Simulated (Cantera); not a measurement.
Input: 1 mol SiH₂Cl₂, 0.34 mol N₂, at 1650 K and 7.10 Pa.

Cantera equilibrium calculation (NASA polynomials, part measured and part estimated; ideal gas, pure solids and liquids). Candidate condensed phases: NH₄Cl, Si, Si₃N₄; 28 gas species. The tables' values for SiCl, SiCl₃ are old estimates; treat these amounts as uncertain. The numbers say what is thermodynamically allowed, not how fast it happens.

Q: What is the equilibrium state?

A: 
```json
{
  "x(H₂)": "0.332",
  "x(SiCl₂)": "0.332",
  "x(HCl)": "0.176",
  "x(N₂)": "0.144",
  "x(H)": "0.00622",
  "x(Si)": "0.00377",
  "x(Cl)": "0.00258",
  "x(SiCl)": "0.00222",
  "x(SiCl₃)": "0.000888",
  "n(Si(s))": "0.200 mol",
  "gas_amount": "2.361 mol"
}
```
